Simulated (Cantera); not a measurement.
A Cantera script and its output.

```python
import numpy as np
import cantera as ct

gas = ct.Solution("gri30.yaml")
gas.TPX = 650, 1000000, {'CH4': 1, 'O2': 1.54, 'N2': 5.78}
flame = ct.FreeFlame(gas, width=0.008)
flame.set_refine_criteria(ratio=3, slope=0.08, curve=0.16)
flame.transport_model = "mixture-averaged"
flame.solve(loglevel=0, auto=True)
z, T = flame.grid, flame.T
thick = (T[-1] - T[0]) / np.gradient(T, z).max()
show = ['CH4', 'O2', 'HCN', 'CH2O', 'NO', 'O']
print(f"laminar burning velocity  {flame.velocity[0] * 100:.3f} cm/s")
print(f"burnt temperature         {T[-1]:.1f} K")
print(f"thermal thickness         {thick * 1e3:.4f} mm")
print(f"grid points               {len(z)}")
z0 = z[flame.heat_release_rate.argmax()]
print(f"{'z/mm':>9s}{'T/K':>9s}{'u/(m/s)':>9s}" + "".join(f"{s:>11s}" for s in show))
rows = []
for k in (-3, -2, -1.5, -1, -0.5, -0.25, 0, 0.25, 0.5, 1, 2, 4, 8):
    zz = z0 + k * thick
    rows.append([k * thick, np.interp(zz, z, T), np.interp(zz, z, flame.velocity),
                 *(np.interp(zz, z, flame.X[gas.species_index(s)]) for s in show)])
    print(f"{rows[-1][0] * 1e3:9.3f}{rows[-1][1]:9.1f}{rows[-1][2]:9.3f}" + "".join(f"{x:11.3e}" for x in rows[-1][3:]))
```

Result:

```
laminar burning velocity  44.531 cm/s
burnt temperature         2313.9 K
thermal thickness         0.0830 mm
grid points               132
     z/mm      T/K  u/(m/s)        CH4         O2        HCN       CH2O         NO          O
   -0.249    651.3    0.448  1.196e-01  1.844e-01  2.993e-09  8.595e-07  2.643e-09  7.499e-15
   -0.166    659.9    0.455  1.183e-01  1.831e-01  3.369e-08  9.552e-06  2.394e-08  4.059e-13
   -0.124    687.5    0.477  1.156e-01  1.803e-01  1.768e-07  4.930e-05  1.116e-07  1.370e-11
   -0.083    817.6    0.573  1.049e-01  1.684e-01  1.230e-06  3.267e-04  8.261e-07  2.650e-09
   -0.041   1288.9    0.921  6.865e-02  1.209e-01  7.621e-06  1.437e-03  7.773e-06  1.931e-06
   -0.021   1686.3    1.217  3.722e-02  7.531e-02  1.585e-05  1.267e-03  1.741e-05  2.304e-05
    0.000   2043.6    1.487  1.080e-02  3.038e-02  2.997e-05  4.283e-04  3.217e-05  8.685e-05
    0.021   2213.4    1.612  1.988e-03  8.470e-03  4.394e-05  1.152e-04  5.544e-05  9.572e-05
    0.041   2266.1    1.648  4.297e-04  2.242e-03  4.315e-05  2.956e-05  7.859e-05  6.953e-05
    0.083   2292.3    1.663  4.652e-05  2.499e-04  2.887e-05  2.840e-06  1.054e-04  3.749e-05
    0.166   2305.0    1.671  3.376e-06  3.803e-05  1.368e-05  1.534e-07  1.241e-04  1.688e-05
    0.332   2311.6    1.675  2.003e-07  1.568e-05  4.940e-06  1.653e-08  1.336e-04  8.042e-06
    0.664   2313.6    1.677  7.108e-09  1.064e-05  1.206e-06  1.089e-08  1.370e-04  5.703e-06
```

Detailed kinetics in Cantera: GRI-Mech 3.0 (53 species, 325 reactions). Burning velocities carry a grid error of a few per cent, more on coarse grids.
